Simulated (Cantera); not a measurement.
Feed: 1 mol SiCl₄, 1.9 mol HCl, 2.9 mol H₂, 2.2 mol Cl₂, held at 1073.15 K and 750 Torr.

Equilibrium computed with Cantera from the NASA thermochemical tables; the gas is ideal and each condensed phase is pure. Candidate condensed phases: Si; 19 gas species. The tables' values for SiCl₃ are old estimates; treat these amounts as uncertain. Kinetics and transport are ignored.

Base state: HCl 0.788, SiCl₄ 0.125, H₂ 0.0873, SiHCl₃ 0.000170, SiCl₃ 2.40e-5 (mole fractions); condensed: gas only.

**Question.** What changes in the equilibrium state with this change: temperature from 1073.15 K to 1625 K?

**Answer.** 
| species | before | after |
|---|---|---|
| HCl | 0.788 | 0.801 |
| SiCl₄ | 0.125 | 0.105 |
| H₂ | 0.0873 | 0.0749 |
| SiCl₃ | 2.40e-5 | 0.0130 |
| SiCl₂ | 7.36e-8 | 0.00375 |
| Cl | 3.39e-8 | 0.000163 |
| H | 4.15e-9 | 1.93e-5 |
| SiHCl₃ | 0.000170 | 0.00153 |

**Question.** What changes in the equilibrium state with this change: SiCl₄ replaced by Si?

**Answer.** 
| species | before | after |
|---|---|---|
| H₂ | 0.0873 | 0.448 |
| HCl | 0.788 | 0.386 |
| SiCl₄ | 0.125 | 0.164 |
| SiHCl₃ | 0.000170 | 0.00234 |
| SiCl₃ | 2.40e-5 | 0.000146 |
